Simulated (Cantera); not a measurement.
A closed system holds: 1 mol Al, 3 mol Cl2, held at 550 °C and 71.0 Pa.

Cantera equilibrium calculation (NASA polynomials, part measured and part estimated; ideal gas, pure solids and liquids). Candidate condensed phases: Al, AlCl3; 8 gas species. Rates play no part.

Base state: Cl2 0.600, AlCl3 0.400, Cl 0.000458, Al2Cl6 0.000230 (mole fractions); condensed: gas only.

Task: What changes in the equilibrium state with this change: temperature from 550 °C to 250 °C?

Result: 
| species | before | after |
|---|---|---|
| Cl2 | 0.600 | 0.722 |
| Al2Cl6 | 0.000230 | 0.203 |
| AlCl3 | 0.400 | 0.0748 |
| Cl | 0.000458 | 1.68e-8 |

Task: What changes in the equilibrium state with this change: temperature from 550 °C to 300 °C?

Result: 
```tsv
species	before	after
Cl2	0.600	0.675
AlCl3	0.400	0.201
Al2Cl6	0.000230	0.124
Cl	0.000458	1.90e-7
```
